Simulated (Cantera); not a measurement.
A closed system holds: 1 mol S, 0.065 mol O₂, 5.8 mol H₂, held at 1825 °C and 0.0750 Torr.

Equilibrium computed with Cantera from the NASA thermochemical tables; the gas is ideal and each condensed phase is pure. Candidate condensed phases: H₂O, H₂SO₄, S; 19 gas species. The numbers say what is thermodynamically allowed, not how fast it happens.

Base state: H₂ 0.631, H 0.245, S 0.0793, S₂ 0.0183, H₂O 0.00972, SH 0.00944, SO 0.00659, OH 0.000447 (mole fractions); condensed: gas only.

Question: What changes in the equilibrium state with this change: pressure from 0.0750 Torr to 1.13 Torr?

Answer: 
| species | before | after |
|---|---|---|
| H₂ | 0.631 | 0.809 |
| H | 0.245 | 0.0715 |
| S₂ | 0.0183 | 0.0469 |
| S | 0.0793 | 0.0328 |
| SH | 0.00944 | 0.0171 |
| H₂O | 0.00972 | 0.0157 |
| O | 0.000124 | 1.04e-5 |
| H₂S | 0.000390 | 0.00311 |
| OH | 0.000447 | 0.000165 |

Question: What changes in the equilibrium state with this change: temperature from 1825 °C to 1402 °C?

Answer: 
```
species    before    after
-------  --------  -------
H₂          0.631    0.882
S₂         0.0183   0.0692
H₂O       0.00972   0.0192
H           0.245   0.0109
S          0.0793  0.00660
O        0.000124  1.15e-7
OH       0.000447  1.15e-5
```
